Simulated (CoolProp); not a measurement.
C2F6 (R116) along the isotherm 372.8 K: Z from the reference equation and from simpler models built on Tc = 293.0 K, pc = 3048 kPa, ω = 0.257; each cubic takes its own stable root.

Values from CoolProp's reference Helmholtz-energy equation of state, Lemmon 2006. It is a short technical equation, of lower accuracy than the large ones.

| p (kPa) | phase | reference | Redlich-Kwong | Soave-Redlich-Kwong | Peng-Robinson |
|---|---|---|---|---|---|
| 96.4 | gas | 0.9955 | 0.9947 | 0.9956 | 0.9946 |
| 198 | gas | 0.9908 | 0.9892 | 0.9909 | 0.9890 |
| 406 | gas | 0.9811 | 0.9778 | 0.9813 | 0.9775 |
| 835 | gas | 0.9610 | 0.9540 | 0.9615 | 0.9538 |
| 1710 | gas | 0.9195 | 0.9048 | 0.9214 | 0.9064 |
| 3520 | supercritical | 0.8334 | 0.8016 | 0.8414 | 0.8143 |
| 7230 | supercritical | 0.6921 | 0.6456 | 0.7295 | 0.6898 |
| 14800 | supercritical | 0.7567 | 0.7430 | 0.8056 | 0.7449 |
| 30500 | supercritical | 1.192 | 1.158 | 1.202 | 1.096 |
